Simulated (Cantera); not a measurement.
Input: 1 mol FeCl₂, 12 mol H₂, 380 mol N₂, equilibrated at 100 Torr.

These are equilibrium values from Cantera (NASA tables, ideal gas, pure condensed phases), not measurements of a reactor. Candidate condensed phases: Fe, FeCl₂, FeCl₃, NH₄Cl; 18 gas species. Equilibrium is a limit: real reactors are often held back by kinetics, nucleation or transport.

Problem. What share of the Fe ends up in condensed phases as a function of T (K), at 1373, 1423, 1473, 1523, 1573, 1623, 1673, 1723, 1773, 1823, 1873, 1923, 1973, 2023?

Solution. 
```csv
T (K),Fe condensed (%),as
1373,84.9,Fe(γ)
1423,83.7,Fe(γ)
1473,82.5,Fe(γ)
1523,81.4,Fe(γ)
1573,80.2,Fe(γ)
1623,78.9,Fe(γ)
1673,77.2,Fe(δ)
1723,74.9,Fe(δ)
1773,70.9,Fe(δ)
1823,64.0,Fe(l)
1873,52.4,Fe(l)
1923,31.7,Fe(l)
1973,0.0,-
2023,0.0,-
```
